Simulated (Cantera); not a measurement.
A closed system holds: 1 mol SiCl4, 13 mol H2, held at 1275 K and 0.520 bar.

Cantera equilibrium calculation (NASA polynomials, part measured and part estimated; ideal gas, pure solids and liquids). Candidate condensed phases: Si; 19 gas species. The tables' values for SiCl3 are old estimates; treat these amounts as uncertain. The numbers say what is thermodynamically allowed, not how fast it happens.

Base state: H2 0.872, HCl 0.0608, SiCl4 0.0303, SiHCl3 0.0175, SiCl2 0.0110, SiCl3 0.00715, SiH2Cl2 0.00140, SiH3Cl 3.14e-5 (mole fractions); condensed: Si(s).

Q: What changes in the equilibrium state with this change: temperature from 1275 K to 998 K?

A: 
```csv
species,before,after
H2,0.872,0.909
SiCl4,0.0303,0.0529
HCl,0.0608,0.0192
SiCl2,0.0110,8.49e-5
SiHCl3,0.0175,0.0174
SiCl3,0.00715,0.000428
SiH3Cl,3.14e-5,5.53e-6
SiH2Cl2,0.00140,0.000613
"Si(s), mol",0.0401,0
```
